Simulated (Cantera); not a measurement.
Cantera run, input and output.

```python
import numpy as np
import cantera as ct

gas = ct.Solution("gri30.yaml")
gas.TPX = 2050, 2666, {'NO': 1, 'N2': 8.5, 'H2O': 0.013}
reactor = ct.IdealGasConstPressureReactor(gas, energy="off", clone=False)
net = ct.ReactorNet([reactor])
net.rtol, net.atol = 1e-08, 1e-18
show = ['NO', 'O2', 'NO2', 'N2', 'O']
times = np.geomspace(0.0005, 50, 15)

steps = ct.SolutionArray(gas, extra=["t"])
rows = []
print(f"{'t/s':>10s}{'T/K':>9s}{'P/Pa':>11s}" + "".join(f"{s:>11s}" for s in show))
for t in times:
    while net.time < t:
        t_next = net.step()
        steps.append(gas.state, t=t_next)
    rows.append([np.interp(t, steps.t, y) for y in (steps.T, steps.P, *steps(*show).X.T)])
    print(f"{t:10.3e}{rows[-1][0]:9.1f}{rows[-1][1]:11.4g}" + "".join(f"{x:11.3e}" for x in rows[-1][2:]))
rate = np.gradient(steps.T, steps.t)
print("integrator steps:", len(steps.t))
if steps.T.max() > steps.T[0] + 200:
    print(f"time of steepest temperature rise: {steps.t[rate.argmax()]:.4e} s")
gas.TPX = 2050, 2666, {'NO': 1, 'N2': 8.5, 'H2O': 0.013}
gas.equilibrate("TP")
print(f"equilibrium (TP): T = {gas.T:.1f} K  " + "  ".join(f"{s} {gas[s].X[0]:.3e}" for s in show))
```

It prints:

```
       t/s      T/K       P/Pa         NO         O2        NO2         N2          O
 5.000e-04   2050.0       2666  1.051e-01  3.252e-10  5.691e-10  8.935e-01  2.388e-07
 1.138e-03   2050.0       2666  1.051e-01  1.687e-09  3.135e-09  8.935e-01  5.295e-07
 2.590e-03   2050.0       2666  1.051e-01  9.042e-09  1.759e-08  8.935e-01  1.140e-06
 5.894e-03   2050.0       2666  1.051e-01  5.594e-08  9.472e-08  8.935e-01  2.337e-06
 1.341e-02   2050.0       2666  1.051e-01  4.852e-07  4.343e-07  8.935e-01  4.661e-06
 3.053e-02   2050.0       2666  1.051e-01  6.055e-06  1.320e-06  8.935e-01  1.091e-05
 6.947e-02   2050.0       2666  1.050e-01  5.329e-05  1.477e-06  8.935e-01  2.207e-05
 1.581e-01   2050.0       2666  1.048e-01  1.914e-04  1.266e-06  8.935e-01  5.423e-05
 3.598e-01   2050.0       2666  1.038e-01  6.301e-04  1.516e-06  8.939e-01  1.528e-04
 8.189e-01   2050.0       2666  1.009e-01  1.966e-03  2.451e-06  8.953e-01  2.860e-04
 1.864e+00   2050.0       2666  9.384e-02  5.361e-03  3.807e-06  8.988e-01  4.590e-04
 4.242e+00   2050.0       2666  7.686e-02  1.368e-02  5.028e-06  9.072e-01  7.181e-04
 9.653e+00   2050.0       2666  4.395e-02  2.994e-02  4.285e-06  9.235e-01  1.045e-03
 2.197e+01   2050.0       2666  1.288e-02  4.534e-02  1.551e-06  9.389e-01  1.277e-03
 5.000e+01   2050.0       2666  4.980e-03  4.926e-02  6.250e-07  9.428e-01  1.330e-03
integrator steps: 1274
equilibrium (TP): T = 2050.0 K  NO 4.666e-03  O2 4.942e-02  NO2 5.865e-07  N2 9.430e-01  O 1.333e-03
```

Model: GRI-Mech 3.0 (53 species, 325 reactions), integrated in Cantera. Radical loss at walls, strong at low pressure, is not modelled.
